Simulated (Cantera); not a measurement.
A perfectly stirred reactor is fed with H₂ : O₂ : N₂ = 1 : 0.694 : 2.61 (molar parts), equivalence ratio 0.72, at 3.40 bar; it is adiabatic with a 523 K inlet, and is followed from long to short residence time, starting on the burning branch (τ in s: 0.022, 0.01, 0.0045, 0.002, 0.0009, 0.0004, 0.00018, 8.1e-05, 3.6e-05, 1.6e-05).

Cantera simulation using GRI-Mech 3.0 (53 species, 325 reactions); the numbers are that mechanism's predictions, not measurements. The hydrogen kinetics of GRI-Mech 3.0 are dated; newer H2 mechanisms differ, most at raised pressure.

Task: What does this change do: 0.037 parts CO2 added?

Result: 
| quantity | before | after |
|---|---|---|
| blow-out, bracketed by the residence times tried | burning at 16.0 µs, the shortest tried | burning at 16.0 µs, the shortest tried |
| x(H₂) at τ = 22.0 ms | 0.000978 | 0.000877 |
| x(O₂) at τ = 22.0 ms | 0.0495 | 0.0492 |
| x(NO₂) at τ = 22.0 ms | 1.20e-6 | 9.65e-7 |
| x(NO) at τ = 22.0 ms | 0.00106 | 0.000827 |
| x(N₂O) at τ = 22.0 ms | 5.88e-7 | 5.65e-7 |
| x(H₂) at τ = 0.400 ms | 0.00485 | 0.00470 |
| x(O₂) at τ = 0.400 ms | 0.0500 | 0.0500 |
| x(NO₂) at τ = 0.400 ms | 9.85e-8 | 8.56e-8 |
| x(NO) at τ = 0.400 ms | 8.82e-5 | 7.40e-5 |
| x(N₂O) at τ = 0.400 ms | 7.95e-7 | 7.94e-7 |
